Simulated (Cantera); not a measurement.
A Cantera script and what it prints.

```python
import numpy as np
import cantera as ct

gas_names = """
    C CN CO CO2 C2 CCN CNC C2N2 C2O C3 C3O2 C4 C4N2 C5 Fe FeC5O5 FeO N NCO NO NO2 NO3 N2 N2O O O2 O3
""".split()
cond_names = """
    C(gr) Fe(a) Fe(c) Fe(d) Fe(L) FeC5O5(L) FeO(s) FeO(L) Fe2O3(s) Fe3O4(s)
""".split()


def load(file, names, dense=False):
    # The tables refer to 1 bar. Condensed volumes are neglected.
    table = {s.name: s for s in ct.Species.list_from_file(file)}
    out = []
    for n in names:
        d = dict(table[n].input_data)
        d["thermo"] = dict(d["thermo"], **{"reference-pressure": 1e5})
        if dense:
            d["equation-of-state"] = {"model": "constant-volume", "density": "1e6 g/cm^3"}
        out.append(ct.Species.from_dict(d))
    return out


gas = ct.Solution(thermo="ideal-gas", species=load("nasa_gas.yaml", gas_names))
cond = {s.name: ct.Solution(thermo="fixed-stoichiometry", species=[s], name=s.name)
        for s in load("nasa_condensed.yaml", cond_names, dense=True)}
atoms = {
    'Fe(CO)5': {'Fe': 1, 'C': 5, 'O': 5},
    'O2': {'O': 2},
    'N2': {'N': 2},
}
top_T = {'C(gr)': 4500, 'Fe2O3(s)': 1830, 'Fe3O4(s)': 1870}  # K; cautious upper limits of use, not melting points


def equilibrate(T, P, feed):
    n = {}
    for name, mol in feed.items():
        for a, k in atoms[name].items():
            n[a] = n.get(a, 0.0) + k * mol
    gas.TPX = T, P, n
    mass = sum(n.values()) * gas.mean_molecular_weight
    gas.equilibrate("TP")
    valid = [c for c in cond.values() if c.min_temp <= T <= top_T.get(c.name, c.max_temp)]
    mix = ct.Mixture([(gas, mass / gas.mean_molecular_weight)] + [(c, 0.0) for c in valid])
    mix.T, mix.P = T, P
    mix.equilibrate("TP", solver="vcs", rtol=1e-11, max_steps=5000)
    return mix


results = []
feed = {'Fe(CO)5': 1, 'O2': 0.12, 'N2': 8.1}  # mol
P = 13332.2  # Pa
for T in [1125, 1150, 1175, 1200, 1225, 1250, 1275, 1300, 1325, 1350, 1375]:
    mix = equilibrate(T, P, feed)
    results.append((T, P, feed, dict(zip(mix.species_names, mix.species_moles))))

top = {s: max(r[3][s] / sum(r[3][g] for g in gas_names) for r in results) for s in gas_names}
cols = sorted((s for s in top if top[s] > 1e-05), key=lambda s: -top[s])[:5]
seen = [c for c in cond_names if any(r[3].get(c, 0) > 1e-12 for r in results)]
print("log10 of partial pressures in bar; condensed amounts in mol")
print(f"{'T/K':>10s}" + "".join(f"{s[:9]:>10s}" for s in cols + seen))
for T, P, feed, n in results:
    ng = sum(n[g] for g in gas_names)
    print(f"{T:10.4g}" + "".join(f"{np.log10(max(n[s] / ng * P / 1e5, 1e-99)):10.3f}" for s in cols)
          + "".join(f"{n.get(c, 0):10.4g}" for c in seen))
```

Output:

```
log10 of partial pressures in bar; condensed amounts in mol
       T/K        N2        CO       CO2     Fe(a)     Fe(c)
      1125    -1.084    -1.315    -2.612         1         0
      1150    -1.084    -1.315    -2.612         1         0
      1175    -1.084    -1.315    -2.612         1         0
      1200    -1.084    -1.315    -2.612         0         1
      1225    -1.084    -1.315    -2.612         0         1
      1250    -1.084    -1.315    -2.612         0         1
      1275    -1.084    -1.315    -2.612         0         1
      1300    -1.084    -1.315    -2.612         0         1
      1325    -1.084    -1.315    -2.612         0         1
      1350    -1.084    -1.315    -2.612         0         1
      1375    -1.084    -1.315    -2.612         0         1
```

Cantera equilibrium calculation (NASA polynomials, part measured and part estimated; ideal gas, pure solids and liquids).
